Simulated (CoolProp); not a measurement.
R507A at 276.22 K and 0.344 MPa flows at 5.8 m/s in a round tube of 12.7 mm bore and 0.25 µm roughness, fully developed (64/Re and Nu = 3.66 if laminar; Colebrook and Gnielinski if turbulent). Each further row changes one setting.

Computed with CoolProp (reference Helmholtz-energy equation of state, Lemmon 2003). It is a pseudo-pure fit of the blend.

| case | Reynolds number | Darcy friction factor | pressure drop (Pa/m) | heat-transfer coefficient (W/(m² K)) | mass flow (kg/h) |
|---|---|---|---|---|---|
| as stated | 105000 | … | 381 | … | 42.5 |
| velocity 11.6 m/s | 209000 | 0.0157 | … | … | 84.9 |
| diameter 25.4 mm | 209000 | 0.0156 | … | 173 | … |

Question: What belongs in the gaps?

Answer: 
- as stated, Darcy friction factor: 0.0179
- as stated, heat-transfer coefficient (W/(m² K)): 199
- velocity 11.6 m/s, pressure drop (Pa/m): 1330
- velocity 11.6 m/s, heat-transfer coefficient (W/(m² K)): 348
- diameter 25.4 mm, pressure drop (Pa/m): 166
- diameter 25.4 mm, mass flow (kg/h): 170

Viscosity comes from a separate model (Geller 2000). Thermal conductivity comes from a separate model (Geller 2001).
